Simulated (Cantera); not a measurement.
# Gas activation for diamond growth

An isothermal, constant-pressure homogeneous reactor starts with CH4 : H2 = 0.023 : 1 (molar parts), at 2550 K and 39000 Pa.

Computed with Cantera and GRI-Mech 3.0 (53 species, 325 reactions). GRI-Mech 3.0 stops at C3 and has no aromatics, soot or wall deposition, so with more carbon than oxygen in the feed, carbon stays in small species such as C2H2 where larger ones or solid carbon would form.

| t (s) | x CH4 | x H2 | x H | x C2H2 | x CH2 | x C2H |
|---|---|---|---|---|---|---|
| 2.00e-5 | 0.0170 | 0.965 | 0.0135 | 0.000313 | 7.64e-5 | 3.49e-7 |
| 8.60e-5 | 0.00630 | 0.955 | 0.0290 | 0.00592 | 0.000134 | 1.43e-5 |
| 0.000369 | 0.000755 | 0.950 | 0.0383 | 0.0101 | 3.42e-5 | 3.23e-5 |
| 0.00159 | 9.93e-5 | 0.943 | 0.0457 | 0.0106 | 6.75e-6 | 4.09e-5 |
| 0.00682 | 4.38e-5 | 0.940 | 0.0488 | 0.0106 | 3.42e-6 | 4.38e-5 |
| 0.0293 | 4.35e-5 | 0.940 | 0.0488 | 0.0106 | 3.40e-6 | 4.39e-5 |
| 0.126 | 4.35e-5 | 0.940 | 0.0488 | 0.0106 | 3.40e-6 | 4.39e-5 |
| 0.541 | 4.35e-5 | 0.940 | 0.0488 | 0.0106 | 3.40e-6 | 4.39e-5 |
| 2.33 | 4.35e-5 | 0.940 | 0.0488 | 0.0106 | 3.40e-6 | 4.39e-5 |
| 10.0 | 4.35e-5 | 0.940 | 0.0488 | 0.0106 | 3.40e-6 | 4.39e-5 |
x: mole fraction; the columns are a selection and need not sum to one.

Equilibrium at this temperature and pressure: CH4 4.40e-5, H2 0.940, H 0.0488, C2H2 0.0106, CH2 3.44e-6, C2H 4.39e-5 (gas phase only).
